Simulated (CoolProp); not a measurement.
Properties of dodecamethylcyclohexasiloxane (D6) along the isobar 1.01 bar.

Values from CoolProp's reference Helmholtz-energy equation of state, Colonna 2008. It is a short technical equation, of lower accuracy than the large ones.

| T (K) | phase | cp (kJ/(kg K)) | cv (kJ/(kg K)) | speed of sound (m/s) | Joule-Thomson coefficient (K/MPa) |
|---|---|---|---|---|---|
| 355.4 | liquid | 1.683 | 1.522 | 576.1 | -0.3695 |
| 360.7 | liquid | 1.694 | 1.532 | 567.9 | -0.3626 |
| 366.1 | liquid | 1.705 | 1.542 | 559.5 | -0.3554 |
| 371.5 | liquid | 1.716 | 1.552 | 551.2 | -0.3480 |
| 376.8 | liquid | 1.727 | 1.562 | 543.0 | … |
| 382.2 | liquid | 1.738 | 1.573 | 534.7 | -0.3326 |
| 387.6 | liquid | … | 1.583 | 526.4 | -0.3245 |
| 392.9 | liquid | 1.760 | 1.593 | 518.2 | -0.3163 |
| 398.3 | liquid | 1.772 | 1.604 | … | -0.3076 |
| 403.7 | liquid | 1.783 | 1.614 | … | -0.2987 |
| 409 | liquid | … | 1.624 | … | -0.2896 |

### Question
Some entries are withheld; supply them.

### Answer

- 376.8, Joule-Thomson coefficient (K/MPa): -0.3405
- 387.6, cp (kJ/(kg K)): 1.749
- 398.3, speed of sound (m/s): 509.9
- 403.7, speed of sound (m/s): 501.6
- 409, cp (kJ/(kg K)): 1.794
- 409, speed of sound (m/s): 493.5
